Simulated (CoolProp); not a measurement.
Values from CoolProp's reference Helmholtz-energy equation of state, Kamei 1995.

Task: For R22, give the phase and the cv (kJ/(kg K)), viscosity (µPa s) at 403.3 K and 0.817 MPa; 471 K and 0.817 MPa.

Result: 
- 403.3 K and 0.817 MPa: gas; cv 0.679, viscosity 18.6
- 471 K and 0.817 MPa: gas; cv 0.736, viscosity 21.4

Viscosity comes from a separate model (Bell 2016), an estimate that may be off by 10 % or more.
